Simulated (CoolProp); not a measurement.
Properties of R236EA at several states.

Model: reference Helmholtz-energy equation of state, Rui 2013, in CoolProp.

```
T (°C)  p (bar)   phase       Z  cv (kJ/(kg K))  viscosity (µPa s)  conductivity (mW/(m K))
------  -------  ------  ------  --------------  -----------------  -----------------------
62.65     0.578     gas  0.9876          0.8536               12.4                     17.2
-1.25     0.174     gas  0.9920          0.7529               9.97                     12.5
33.55        60  liquid  0.2514          0.8985                381                     80.1
21.35       1.6     gas  0.9420          0.8023               10.7                     14.2
123.95     0.22     gas  0.9974          0.9375               14.6                     21.9
```

Viscosity comes from a separate model (Huber 2003), an estimate that may be off by 10 % or more. Thermal conductivity comes from a separate model (Huber 2003), an estimate that may be off by 10 % or more.
